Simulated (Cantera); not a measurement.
## Thermodynamics of oxide etching and cleaning by halides, feed B2O3 + NF3 + Cl2

Feed: 1 mol B2O3, 0.64 mol NF3, 48 mol Cl2, equilibrated at 0.720 bar.

Equilibrium computed with Cantera from the NASA thermochemical tables; the gas is ideal and each condensed phase is pure. Candidate condensed phases: B, BN, B2O3; 42 gas species. The tables' values for BOCl are old estimates; treat these amounts as uncertain. The numbers say what is thermodynamically allowed, not how fast it happens.

```csv
T (K),log p Cl2,log p Cl,log p BF3,log p O2,log p N2,n B2O3(l)
775,-0.16,-5.37,-2.06,-2.16,-2.33,0.642
825,-0.16,-4.86,-2.06,-2.16,-2.33,0.636
875,-0.16,-4.41,-2.07,-2.16,-2.33,0.630
925,-0.16,-4.01,-2.07,-2.16,-2.33,0.625
975,-0.16,-3.65,-2.07,-2.16,-2.33,0.621
1025,-0.16,-3.33,-2.08,-2.16,-2.33,0.617
1075,-0.16,-3.04,-2.08,-2.16,-2.33,0.612
1125,-0.16,-2.77,-2.08,-2.16,-2.33,0.608
1175,-0.16,-2.52,-2.09,-2.16,-2.33,0.601
1225,-0.16,-2.29,-2.10,-2.16,-2.33,0.592
1275,-0.16,-2.09,-2.11,-2.16,-2.33,0.576
1325,-0.16,-1.89,-2.13,-2.16,-2.34,0.548
```
log p: log10 of the partial pressure in bar; n: condensed amount in mol.

From 775 K to 1325 K the condensed part is B2O3(l). The main B-bearing gas is BF3 throughout. The share of B in condensed phases is highest at 775 K (64.2 %) and lowest at 1325 K (54.8 %).
